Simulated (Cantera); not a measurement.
A closed system holds: 1 mol CuO, 1.1 mol CH4, a varied amount of H2, at 2277 °C and 0.100 bar.

Method: chemical equilibrium by Gibbs-energy minimisation in Cantera with the NASA 1993 tables (ideal gas, pure condensed phases). Candidate condensed phases: C, C6H6, C7H8, C8H18, Cu, CuO, Cu(OH)2, Cu2O, H2O; 113 gas species. Rates play no part.

x: gas mole fraction; n: condensed amount in mol.

```json
[
 {"n(H2) (mol)": "0.38", "x H2": "0.502", "x CO": "0.211", "x Cu": "0.210", "x H": "0.0699", "x C2H2 (acetylene)": "0.00668", "x Cu2": "0.000329", "n C(graphite)": "0.0349"},
 {"n(H2) (mol)": "0.49", "x H2": "0.511", "x CO": "0.206", "x Cu": "0.205", "x H": "0.0705", "x C2H2 (acetylene)": "0.00680", "x Cu2": "0.000313", "n C(graphite)": "0.0321"},
 {"n(H2) (mol)": "0.64", "x H2": "0.523", "x CO": "0.199", "x Cu": "0.199", "x H": "0.0714", "x C2H2 (acetylene)": "0.00696", "x Cu2": "0.000294", "n C(graphite)": "0.0283"},
 {"n(H2) (mol)": "0.83", "x H2": "0.537", "x CO": "0.192", "x Cu": "0.191", "x H": "0.0723", "x C2H2 (acetylene)": "0.00715", "x Cu2": "(withheld)", "n C(graphite)": "0.0234"},
 {"n(H2) (mol)": "1.1", "x H2": "0.556", "x CO": "0.182", "x Cu": "0.181", "x H": "0.0735", "x C2H2 (acetylene)": "0.00739", "x Cu2": "(withheld)", "n C(graphite)": "0.0166"},
 {"n(H2) (mol)": "1.4", "x H2": "0.574", "x CO": "0.172", "x Cu": "0.171", "x H": "0.0747", "x C2H2 (acetylene)": "0.00763", "x Cu2": "(withheld)", "n C(graphite)": "0.00890"},
 {"n(H2) (mol)": "1.8", "x H2": "0.595", "x CO": "0.160", "x Cu": "0.160", "x H": "0.0761", "x C2H2 (acetylene)": "0.00782", "x Cu2": "(withheld)", "n C(graphite)": "0"},
 {"n(H2) (mol)": "2.3", "x H2": "0.619", "x CO": "0.148", "x Cu": "0.148", "x H": "0.0776", "x C2H2 (acetylene)": "0.00722", "x Cu2": "(withheld)", "n C(graphite)": "0"},
 {"n(H2) (mol)": "3", "x H2": "0.647", "x CO": "0.133", "x Cu": "0.133", "x H": "0.0794", "x C2H2 (acetylene)": "0.00652", "x Cu2": "(withheld)", "n C(graphite)": "0"},
 {"n(H2) (mol)": "3.9", "x H2": "0.676", "x CO": "0.118", "x Cu": "0.118", "x H": "0.0811", "x C2H2 (acetylene)": "0.00580", "x Cu2": "(withheld)", "n C(graphite)": "0"}
]
```

Q: Fill in the missing entries.

A: 
- 0.83, x Cu2: 0.000272
- 1.1, x Cu2: 0.000245
- 1.4, x Cu2: 0.000219
- 1.8, x Cu2: 0.000191
- 2.3, x Cu2: 0.000162
- 3, x Cu2: 0.000132
- 3.9, x Cu2: 0.000104
